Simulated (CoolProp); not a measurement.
The numbers come from the reference Helmholtz-energy equation of state, Guder 2009 in CoolProp.

Q: Give the vapour pressure (MPa), vapour Z, vapour viscosity (µPa s), liquid conductivity (mW/(m K)) of saturated sulfur hexafluoride at 312.2 K.

A: 
```json
[
 {"T (K)": "312.2", "p (MPa)": "3.25", "vapour Z": "0.482", "vapour viscosity (µPa s)": "22.5", "liquid conductivity (mW/(m K))": "47.5"}
]
```

Viscosity comes from a separate model (Quiñones-Cisneros 2012). Thermal conductivity comes from a separate model (Assael 2012).
